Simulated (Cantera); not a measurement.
A closed system holds: 1 mol SrCl2, 4 mol HCl, 0.65 mol N2.

These are equilibrium values from Cantera (NASA tables, ideal gas, pure condensed phases), not measurements of a reactor. Candidate condensed phases: NH4Cl, Sr, SrCl2; 15 gas species. Rates play no part.

Stable condensed phases, one row left out:

```
T in K \ P in Pa
           0.10   0.72    5.2     37    270   1900  14000 100000
   1350       A      A      A      B      B      B      B      B
   1300       A      A      A      B      B      B      B      B
   1200       A      B      B      B      B      B      B      B
   1150       A      B      B      B      B      B      B      B
   1100       B      B      B      B      B      B      B      B
   1050       B      B      B      B      B      B      B      B
   1000       B      B      B      B      B      B      B      B
    950       B      B      B      B      B      B      B      B
    900       B      B      B      B      B      B      B      B
    850       B      B      B      B      B      B      B      B
    800       B      B      B      B      B      B      B      B
```

A: gas only; B: SrCl2.

### Question
Give the row for 1250 K.

### Answer
0.10: gas only; 0.72: gas only; 5.2: SrCl2; 37: SrCl2; 270: SrCl2; 1900: SrCl2; 14000: SrCl2; 100000: SrCl2.
